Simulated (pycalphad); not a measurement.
An equivalent pycalphad script:

```python
from pycalphad import Database, equilibrium, calculate, variables as v
import numpy as np
db = Database('COST507.tdb')
comps = ['C', 'B', 'VA']
phases = ['B4C', 'BETA_RHOMBO_B', 'GRAPHITE', 'LIQUID']
eq = equilibrium(db, comps, phases, {v.X('B'): 0.535, v.T: np.arange(3300, 499, -100), v.P: 101325, v.N: 1}, output=['HM', 'SM'])
```

All values are pycalphad results on the COST 507 light-alloy database (1999) (1 atm), not direct measurements. The data set is of 1999 and partly superseded. Amounts are mole fractions of atoms. Diffusion is slow at the low end, where real alloys seldom reach equilibrium.

Results at three of the temperatures:

```
T = 2700.00 K, P = 101325 Pa, N = 1 mol of atoms
G = -98307 J/mol, H = 99113 J/mol, S = 73.12 J/(mol K)  (SER reference)
chemical potentials (J/mol): C -77796, B -116133
phase             fraction       x(C)       x(B)
LIQUID              0.7546     0.2984     0.7016
GRAPHITE            0.2454     0.9774     0.0226
```

```
T = 2600.00 K, P = 101325 Pa, N = 1 mol of atoms
G = -92364 J/mol, H = 41099 J/mol, S = 51.33 J/(mol K)  (SER reference)
chemical potentials (J/mol): C -72954, B -109235
phase             fraction       x(C)       x(B)
B4C                 0.6561     0.1957     0.8043
GRAPHITE            0.3439     0.9788     0.0212
```

```
T = 2300.00 K, P = 101325 Pa, N = 1 mol of atoms
G = -77497 J/mol, H = 32268 J/mol, S = 47.72 J/(mol K)  (SER reference)
chemical potentials (J/mol): C -58992, B -93582
phase             fraction       x(C)       x(B)
B4C                 0.6609     0.1972     0.8028
GRAPHITE            0.3391     0.9869     0.0131
```

Changes of the phase set, refined by bisection:

```tsv
T (K)	phases above	phases below
2663.4	graphite + liquid	B4C + graphite
```

Database names, with the compositions (at.%) that they take in these runs: B4C: B 80 C 20.
